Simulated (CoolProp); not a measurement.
A closed Brayton cycle with nitrogen: compressor inlet 322.15 K and 2.9 MPa, high pressure 6 MPa, turbine inlet 945 K, compressor efficiency 0.8, turbine efficiency 0.93, recuperator effectiveness 0.8 (on enthalpy, no pinch check). Each further row changes one setting.

Values from CoolProp's reference Helmholtz-energy equation of state, Span 2000.

```tsv
case	thermal efficiency (%)	net work (kJ/kg)	compressor to turbine work	compressor exit (K)	turbine exit (K)
as stated	30.0	78.0	0.56	415.6	793.0
turbine inlet 895 K	28.4	68.6	0.59	415.6	749.8
compressor inlet 332.15 K	29.1	74.8	0.57	428.4	793.0
high pressure 5.1 MPa	27.7	65.2	0.53	393.0	825.0
recuperator effectiveness 0.5	20.3	78.0	0.56	415.6	793.0
```
